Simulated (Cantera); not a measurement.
An adiabatic, constant-pressure homogeneous reactor starts with CH4 : O2 : N2 = 1 : 1.82 : 6.84 (molar parts), equivalence ratio 1.1, at 1648 K and 280000 Pa. Integrator tolerance rtol = 1e-08.

Computed with Cantera and GRI-Mech 3.0 (53 species, 325 reactions).

What does this change do: 0.34 parts H2O added?


```
quantity                                                            before                                    after
---------------------------------  ---------------------------------------  ---------------------------------------
time of steepest temperature rise                                 0.144 ms                                 0.152 ms
temperature at 0.400 s                                              2883 K                                   2847 K
equilibrium temperature                                             2883 K                                   2847 K
x(CH4) at 0.400 s                    <1e-12 (gas-phase equilibrium <1e-12)    <1e-12 (gas-phase equilibrium <1e-12)
x(O2) at 0.400 s                     0.0121 (gas-phase equilibrium 0.0121)    0.0116 (gas-phase equilibrium 0.0116)
x(C2H4) at 0.400 s                   <1e-12 (gas-phase equilibrium <1e-12)    <1e-12 (gas-phase equilibrium <1e-12)
x(O) at 0.400 s                    0.00492 (gas-phase equilibrium 0.00492)  0.00421 (gas-phase equilibrium 0.00421)
x(N2O) at 0.400 s                  7.87e-7 (gas-phase equilibrium 7.87e-7)  7.10e-7 (gas-phase equilibrium 7.10e-7)
x(C2H) at 0.400 s                    <1e-12 (gas-phase equilibrium <1e-12)    <1e-12 (gas-phase equilibrium <1e-12)
```

What does this change do: constant volume in place of constant pressure?


| quantity | before | after |
|---|---|---|
| time of steepest temperature rise | 0.144 ms | 0.134 ms |
| temperature at 0.400 s | 2883 K | 3059 K |
| equilibrium temperature | 2883 K | 3059 K |
| x(CH4) at 0.400 s | <1e-12 (gas-phase equilibrium <1e-12) | <1e-12 (gas-phase equilibrium <1e-12) |
| x(O2) at 0.400 s | 0.0121 (gas-phase equilibrium 0.0121) | 0.0139 (gas-phase equilibrium 0.0139) |
| x(C2H4) at 0.400 s | <1e-12 (gas-phase equilibrium <1e-12) | <1e-12 (gas-phase equilibrium <1e-12) |
| x(O) at 0.400 s | 0.00492 (gas-phase equilibrium 0.00492) | 0.00695 (gas-phase equilibrium 0.00695) |
| x(N2O) at 0.400 s | 7.87e-7 (gas-phase equilibrium 7.87e-7) | 1.47e-6 (gas-phase equilibrium 1.47e-6) |
| x(C2H) at 0.400 s | <1e-12 (gas-phase equilibrium <1e-12) | <1e-12 (gas-phase equilibrium <1e-12) |
Above 3000 K some thermodynamic fits are extrapolated.
